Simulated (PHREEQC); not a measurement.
Consider water at 25 °C with 0.062 mol NH4Cl and 0.0031 mol K2HPO4 per kg of water. Closed to the air; pH follows from the charge balance.

Equilibrium calculation in PHREEQC: ion-association model, wateq4f.dat.

Precipitation was switched off in this run.

Problem. What pH, ionic strength does the model give?

Solution. pH 7.42; ionic strength 0.0698 mol/kgw.

Problem. In which forms is P present?

Solution. HPO4-2 76 %, H2PO4- 24 % of the P.

H3PO4, which wateq4f.dat lacks, is added to it with the constant of phreeqc.dat.
